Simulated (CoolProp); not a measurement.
Saturated liquid density (kg/m³) of R123: the reference equation beside estimates from Tc = 456.8 K, pc = 3.662 MPa, ω = 0.282. Rackett uses Z = 0.29056 − 0.08775 ω.

Computed with CoolProp (reference Helmholtz-energy equation of state, Younglove 1994). It is a modified Benedict-Webb-Rubin equation, recast in Helmholtz form.

| T (K) | reference | Rackett | van der Waals | Redlich-Kwong | Soave-Redlich-Kwong | Peng-Robinson |
|---|---|---|---|---|---|---|
| 352.8 | 1312 | 1321 | 784.4 | 1118 | 1177 | 1335 |
| 358 | 1296 | 1305 | 774.5 | 1100 | 1159 | 1315 |
| 363.2 | 1280 | 1288 | 764.4 | 1082 | 1141 | 1295 |
| 368.4 | 1263 | 1270 | 753.9 | 1063 | 1122 | 1273 |
| 373.6 | 1245 | 1252 | 743.1 | 1044 | 1102 | 1251 |
| 378.8 | 1227 | 1234 | 732.0 | 1023 | 1082 | 1228 |
| 383.9 | 1209 | 1215 | 720.6 | 1003 | 1061 | 1204 |
| 389.1 | 1190 | 1195 | 708.6 | 981.4 | 1038 | 1178 |
| 394.3 | 1170 | 1175 | 696.2 | 959.0 | 1015 | 1151 |
| 399.5 | 1149 | 1154 | 683.1 | 935.6 | 990.1 | 1123 |
| 404.7 | 1127 | 1131 | 669.5 | 911.1 | 964.2 | 1093 |

Absolute difference from the reference over all 11 rows, mean and median: Rackett 0.5 and 0.6 %, van der Waals 40.4 and 40.3 %, Redlich-Kwong 16.8 and 16.6 %, Soave-Redlich-Kwong 12.1 and 11.8 %, Peng-Robinson 1.3 and 1.2 %.
